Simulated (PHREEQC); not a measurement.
1 kg of water holding 0.59 mol/kgw MgCl2, 0.017 mol/kgw LiCl and 0.37 mol/kgw KCl is evaporated at 25 °C; the solids stay in contact with the brine. The system is closed to CO2. Solids allowed: Bischofite, Brucite, Carnallite, Sylvite, MgCl2_4H2O. Others were left out.

The series has 14 steps of water left (kg), from 1 to 0.0369.

Model: Pitzer model, pitzer.dat, run in PHREEQC.

Task: Which solids form, in which order, and at which step of the series does each first stand?

Result: Sylvite from water left = 0.2082 kg, last present at water left = 0.09472 kg; Carnallite from water left = 0.09472 kg; Bischofite from water left = 0.0369 kg.
